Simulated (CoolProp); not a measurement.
R13 along the isotherm -68.25 °C: density (kg/m³) from the reference equation and from simpler models built on Tc = 29.9 °C, pc = 3973 kPa, ω = 0.175; each cubic takes its own stable root.

The numbers come from the reference Helmholtz-energy equation of state, Platzer 1990 in CoolProp. This equation is an older, rougher fit; its heat capacities, sound speeds and derivatives of the liquid may be far off and weren't checked against measurements.

```csv
p (kPa),phase,reference,Redlich-Kwong,Soave-Redlich-Kwong
426,liquid,1470,1398,1431
851,liquid,1471,1401,1433
1280,liquid,…,…,1436
1700,liquid,…,1407,…
2130,liquid,1477,1410,1441
2550,liquid,1478,1413,1443
2980,liquid,1480,1416,1446
3410,liquid,1482,1419,1448
3830,liquid,1483,1421,1450
4260,liquid,1485,1424,1453
4680,liquid,1486,1427,1455
5110,liquid,1488,1429,1457
5530,liquid,1489,1432,1459
5960,liquid,1491,1434,1461
```

Task: Complete the blanks.

Result: 
- 1280, reference: 1473
- 1280, Redlich-Kwong: 1404
- 1700, reference: 1475
- 1700, Soave-Redlich-Kwong: 1438
